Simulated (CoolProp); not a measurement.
Properties of CF4 (R14) along the isobar 0.295 MPa (Tc = 227.4 K, pc = 3.762 MPa, ω = 0.178).

Values from CoolProp's reference Helmholtz-energy equation of state, Platzer 1990. This equation is an older, rougher fit.

```csv
T (K),phase,speed of sound (m/s),isothermal compressibility (1/MPa),Prandtl number,fugacity coefficient
173,gas,136.1,?,0.790,?
193.4,gas,144.7,3.556,0.773,?
213.8,gas,152.4,3.508,0.765,?
234.2,gas,?,3.477,0.761,0.9757
254.6,gas,166.2,3.455,0.759,0.9814
275,gas,172.5,3.440,?,0.9856
295.4,gas,178.5,3.428,0.756,0.9888
315.8,gas,184.3,3.420,0.755,0.9913
336.2,gas,189.9,3.413,0.754,0.9932
356.6,gas,195.3,3.407,0.753,0.9948
377,gas,200.6,3.403,?,0.9961
397.4,gas,205.8,3.399,0.751,0.9971
417.8,gas,?,3.397,0.750,0.9980
```

Question: Fill in the missing entries.

Answer: 
- 173, isothermal compressibility (1/MPa): 3.637
- 173, fugacity coefficient: 0.9405
- 193.4, fugacity coefficient: 0.9569
- 213.8, fugacity coefficient: 0.9680
- 234.2, speed of sound (m/s): 159.5
- 275, Prandtl number: 0.757
- 377, Prandtl number: 0.752
- 417.8, speed of sound (m/s): 210.8

Viscosity comes from a separate model (Huber 2003), an estimate that may be off by 10 % or more. Thermal conductivity comes from a separate model (Huber 2003), an estimate that may be off by 10 % or more.
